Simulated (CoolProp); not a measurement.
Computed with CoolProp (reference Helmholtz-energy equation of state, Span 2000).

Problem. Give the vapour pressure (MPa), liquid density (kg/m³), enthalpy of vaporisation (kJ/kg), liquid cp (kJ/(kg K)) of saturated nitrogen at 95, 98.4 K.

Solution. 
```csv
T (K),p (MPa),liquid density (kg/m³),enthalpy of vaporisation (kJ/kg),liquid cp (kJ/(kg K))
95,0.541,718,171,2.21
98.4,0.695,699,164,2.28
```
